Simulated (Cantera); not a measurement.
Input (Python, Cantera) and output of one run.

```python
import numpy as np
import cantera as ct

gas_names = """
    Fe H H2 H2S S SH S2 S8
""".split()
cond_names = """
    Fe(a) Fe(c) Fe(d) Fe(L) FeS(a) FeS(b) FeS(c) FeS(L) FeS2(s) S(cr1) S(cr2) S(L)
""".split()


# ... load() reads the species with a 1 bar reference pressure and builds the phases ...
atoms = {
    'FeS2': {'Fe': 1, 'S': 2},
    'H2': {'H': 2},
}
top_T = {'FeS2(s)': 1010}  # K; cautious upper limits of use, not melting points


# ... equilibrate(T, P, feed) seeds the gas with the atoms and calls Mixture.equilibrate('TP', solver="vcs", rtol=1e-11, max_steps=5000) ...
results = []
feed = {'FeS2': 1, 'H2': 130}  # mol
P = 120000  # Pa
for T in [1573, 1598, 1623, 1648, 1673, 1698, 1723, 1748]:
    mix = equilibrate(T, P, feed)
    results.append((T, P, feed, dict(zip(mix.species_names, mix.species_moles))))
    x = sorted(zip(gas.X, gas.species_names), reverse=True)
    print(f"T = {T:g} K  P = {P:g} Pa  gas = {mix.phase_moles(0):.4g} mol")
    print("   x: " + "  ".join(f"{s} {v:.3e}" for v, s in x if v > 1e-05))
    print("   condensed (mol): " + ("  ".join(f"{mix.phase(i).name} {mix.phase_moles(i):.4g}"
          for i in range(1, mix.n_phases) if mix.phase_moles(i) > 1e-12) or "none"))
```

It prints:

```
T = 1573 K  P = 120000 Pa  gas = 130 mol
   x: H2 9.846e-01  H2S 1.521e-02  SH 1.152e-04  H 3.683e-05  S2 2.957e-05
   condensed (mol): Fe(c) 0.9999
T = 1598 K  P = 120000 Pa  gas = 130 mol
   x: H2 9.846e-01  H2S 1.517e-02  SH 1.400e-04  H 4.822e-05  S2 3.654e-05
   condensed (mol): Fe(c) 0.9999
T = 1623 K  P = 120000 Pa  gas = 130 mol
   x: H2 9.846e-01  H2S 1.512e-02  SH 1.689e-04  H 6.261e-05  S2 4.482e-05
   condensed (mol): Fe(c) 0.9998
T = 1648 K  P = 120000 Pa  gas = 130 mol
   x: H2 9.846e-01  H2S 1.507e-02  SH 2.026e-04  H 8.066e-05  S2 5.456e-05
   condensed (mol): Fe(c) 0.9997
T = 1673 K  P = 120000 Pa  gas = 130 mol
   x: H2 9.846e-01  H2S 1.501e-02  SH 2.414e-04  H 1.032e-04  S2 6.594e-05
   condensed (mol): Fe(d) 0.9996
T = 1698 K  P = 120000 Pa  gas = 130 mol
   x: H2 9.846e-01  H2S 1.493e-02  SH 2.860e-04  H 1.310e-04  S2 7.913e-05
   condensed (mol): Fe(d) 0.9993
T = 1723 K  P = 120000 Pa  gas = 130 mol
   x: H2 9.845e-01  H2S 1.485e-02  SH 3.369e-04  H 1.652e-04  S2 9.429e-05
   condensed (mol): Fe(d) 0.999
T = 1748 K  P = 120000 Pa  gas = 130.1 mol
   x: H2 9.845e-01  H2S 1.476e-02  SH 3.946e-04  H 2.070e-04  S2 1.116e-04  Fe 1.126e-05
   condensed (mol): Fe(d) 0.9985
```

These are equilibrium values from Cantera (NASA tables, ideal gas, pure condensed phases), not measurements of a reactor.
